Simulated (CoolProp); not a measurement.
Vapour-liquid equilibrium of neopentane (1) + n-pentane (2) at 336.1 K; x and y are mole fractions of (1).

Computed with CoolProp (multi-fluid Helmholtz-energy mixture model, Lemmon 2006 and Thol 2019; pair parameters Bell 2016).

```
x     bubble pressure, mixture model (bar)  bubble pressure, Raoult's law (bar)  y, mixture model  y, Raoult's law
----  ------------------------------------  -----------------------------------  ----------------  ---------------
0.05                                 2.465                                2.465             0.096            0.101
0.2                                  2.857                                2.859             0.333            0.347
0.35                                 3.249                                3.252             0.515            0.533
0.5                                  3.640                                3.645             0.660            0.680
0.65                                 4.032                                4.038             0.780            0.798
0.8                                  4.425                                4.431             0.883            0.895
0.95                                 4.822                                4.825             0.972            0.976
```

The largest gap from Raoult's law is -0.1 % in bubble pressure, at x = 0.65. No azeotrope shows between x = 0.05 and 0.95.

Pair parameters are fitted to limited data, so mixtures are less certain than the pure fluids.
